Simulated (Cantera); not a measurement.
Cantera run:

```python
import numpy as np
import cantera as ct

gas_names = """
    F FO FO2 F2 F2O H HF HOF HO2 H2 H2F2 H2O H2O2 H3F3 H4F4 H5F5 H6F6 H7F7 O OH O2 O3 Si SiF SiF2 SiF3
    SiF4 SiH SiHF3 SiH2 SiH2F2 SiH3 SiH3F SiH4 SiO SiO2 Si2 Si3
""".split()
cond_names = """
    H2O(s) H2O(L) Si(cr) Si(L) SiO2(Lqz) SiO2(hqz) SiO2(L)
""".split()


# ... load() reads the species with a 1 bar reference pressure and builds the phases ...
atoms = {
    'SiO2': {'Si': 1, 'O': 2},
    'F2': {'F': 2},
    'H2': {'H': 2},
}
top_T = {}  # K; cautious upper limits of use, not melting points


# ... equilibrate(T, P, feed) seeds the gas with the atoms and calls Mixture.equilibrate('TP', solver="vcs", rtol=1e-11, max_steps=5000) ...
results = []
feed = {'SiO2': 1, 'F2': 4.2, 'H2': 8.8}  # mol
P = 13332.2  # Pa
for T in [975, 1075, 1175, 1275, 1375, 1475, 1575, 1675, 1775, 1875]:
    mix = equilibrate(T, P, feed)
    results.append((T, P, feed, dict(zip(mix.species_names, mix.species_moles))))

top = {s: max(r[3][s] / sum(r[3][g] for g in gas_names) for r in results) for s in gas_names}
cols = sorted((s for s in top if top[s] > 0.001), key=lambda s: -top[s])[:5]
seen = [c for c in cond_names if any(r[3].get(c, 0) > 1e-12 for r in results)]
print("log10 of partial pressures in bar; condensed amounts in mol")
print(f"{'T/K':>10s}" + "".join(f"{s[:9]:>10s}" for s in cols + seen))
for T, P, feed, n in results:
    ng = sum(n[g] for g in gas_names)
    print(f"{T:10.4g}" + "".join(f"{np.log10(max(n[s] / ng * P / 1e5, 1e-99)):10.3f}" for s in cols)
          + "".join(f"{n.get(c, 0):10.4g}" for c in seen))
```

It prints:

```
log10 of partial pressures in bar; condensed amounts in mol
       T/K        HF        H2       H2O      SiF4      SiF3 SiO2(hqz)   SiO2(L)
       975    -1.311    -1.292    -1.653    -1.954    -9.500         0         0
      1075    -1.311    -1.292    -1.653    -1.954    -8.239         0         0
      1175    -1.291    -1.294    -1.681    -1.982    -7.245   0.05826         0
      1275    -1.248    -1.298    -1.752    -2.053    -6.482    0.1903         0
      1375    -1.217    -1.302    -1.818    -2.120    -5.835    0.2993         0
      1475    -1.193    -1.305    -1.881    -2.182    -5.279    0.3885         0
      1575    -1.175    -1.308    -1.938    -2.241    -4.797    0.4614         0
      1675    -1.161    -1.310    -1.991    -2.296    -4.376    0.5207         0
      1775    -1.149    -1.313    -2.042    -2.353    -4.011         0     0.571
      1875    -1.139    -1.316    -2.086    -2.414    -3.695         0    0.6089
```

These are equilibrium values from Cantera (NASA tables, ideal gas, pure condensed phases), not measurements of a reactor. The tables' values for SiF3, SiF2 are old estimates; treat these amounts as uncertain. The tables hold silica as quartz up to 1696 K and as liquid above; real silica turns to tridymite and cristobalite and melts near 1996 K. Gases not in the tables: Si(OH)4.
